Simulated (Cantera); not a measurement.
Gas mixture: CH₃OH = 0.28 (molar parts), at 825 Torr, frozen composition.

Cantera's kinetic-theory transport with the Lennard-Jones parameters of GRI-Mech 3.0, ideal gas; thermal conductivity in the multicomponent form. Polar gases are described roughly by these parameters. The composition is frozen, though it would react at the higher temperatures.

D: mixture-averaged diffusion coefficient of that species in the mixture.

| T (K) | ρ (kg/m³) | cp (J/kg/K) | μ (µPa s) | λ (mW/m/K) | Pr | D (cm²/s) C₂H₂ | D (cm²/s) CH₃ | D (cm²/s) H |
|---|---|---|---|---|---|---|---|---|
| 400 | 1.06 | 1604 | ___ | 28.1 | 0.748 | 0.188 | 0.261 | 1.44 |
| 500 | 0.848 | 1858 | ___ | 40.8 | 0.748 | 0.288 | 0.396 | 2.19 |
| 600 | 0.707 | 2101 | ___ | 55.2 | 0.749 | 0.406 | 0.554 | 3.06 |
| 700 | 0.606 | 2314 | ___ | 70.3 | 0.750 | 0.539 | 0.731 | 4.05 |
| 800 | 0.530 | 2491 | ___ | 85.5 | 0.751 | 0.686 | 0.927 | 5.13 |
| 900 | 0.471 | 2643 | ___ | 101 | 0.751 | 0.847 | 1.14 | 6.31 |
| 1000 | 0.424 | 2798 | 31.3 | 117 | 0.751 | 1.02 | 1.37 | 7.59 |
| 1100 | 0.385 | 2922 | 33.9 | 132 | 0.751 | 1.21 | 1.62 | 8.95 |
| 1200 | 0.353 | 3031 | 36.4 | 147 | 0.751 | 1.40 | 1.88 | 10.4 |

**Question.** Some entries are withheld; supply them.

**Answer.** 
- 400, μ (µPa s): 13.1
- 500, μ (µPa s): 16.4
- 600, μ (µPa s): 19.7
- 700, μ (µPa s): 22.8
- 800, μ (µPa s): 25.8
- 900, μ (µPa s): 28.6
